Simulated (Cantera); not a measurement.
**BN + H2 (nitride etching)**

Input: 1 mol BN, 3.7 mol H2, held at 10.0 mbar.

Cantera equilibrium calculation (NASA polynomials, part measured and part estimated; ideal gas, pure solids and liquids). Candidate condensed phases: B, BN; 15 gas species. Mutual solubility and eutectic melting of coexisting phases are not modelled. The tables' values for BH2 are old estimates; treat these amounts as uncertain. Equilibrium is a limit: real reactors are often held back by kinetics, nucleation or transport.

```json
[
 {"T (°C)": "750", "x H2": "1.00", "x H": "4.14e-8", "x N2": "7.48e-11", "x BH2": "4.94e-11", "x BH3": "1.43e-10", "n BN(s)": "1.00", "n B(s)": "0"},
 {"T (°C)": "850", "x H2": "1.00", "x H": "4.26e-7", "x N2": "1.25e-9", "x BH2": "1.30e-9", "x BH3": "1.30e-9", "n BN(s)": "1.00", "n B(s)": "0"},
 {"T (°C)": "950", "x H2": "1.000", "x H": "3.01e-6", "x N2": "1.36e-8", "x BH2": "1.95e-8", "x BH3": "7.93e-9", "n BN(s)": "1.00", "n B(s)": "0"},
 {"T (°C)": "1050", "x H2": "1.000", "x H": "1.59e-5", "x N2": "1.11e-7", "x BH2": "1.87e-7", "x BH3": "3.53e-8", "n BN(s)": "1.000", "n B(s)": "0"},
 {"T (°C)": "1150", "x H2": "1.000", "x H": "6.64e-5", "x N2": "6.99e-7", "x BH2": "1.27e-6", "x BH3": "1.24e-7", "n BN(s)": "1.000", "n B(s)": "0"},
 {"T (°C)": "1250", "x H2": "1.000", "x H": "0.000231", "x N2": "3.51e-6", "x BH2": "6.66e-6", "x BH3": "3.64e-7", "n BN(s)": "1.000", "n B(s)": "0"},
 {"T (°C)": "1350", "x H2": "0.999", "x H": "0.000691", "x N2": "1.46e-5", "x BH2": "2.82e-5", "x BH3": "9.29e-7", "n BN(s)": "1.000", "n B(s)": "0"},
 {"T (°C)": "1450", "x H2": "0.998", "x H": "0.00182", "x N2": "9.63e-5", "x BH2": "7.31e-5", "x BH3": "1.54e-6", "n BN(s)": "0.999", "n B(s)": "0.000436"},
 {"T (°C)": "1550", "x H2": "0.995", "x H": "0.00432", "x N2": "0.000647", "x BH2": "0.000152", "x BH3": "2.14e-6", "n BN(s)": "0.995", "n B(s)": "0.00423"}
]
```
x: gas mole fraction; n: condensed amount in mol.

From 750 °C to 1350 °C the condensed part is BN(s). From 1450 °C to 1550 °C the condensed part is B(s) + BN(s).
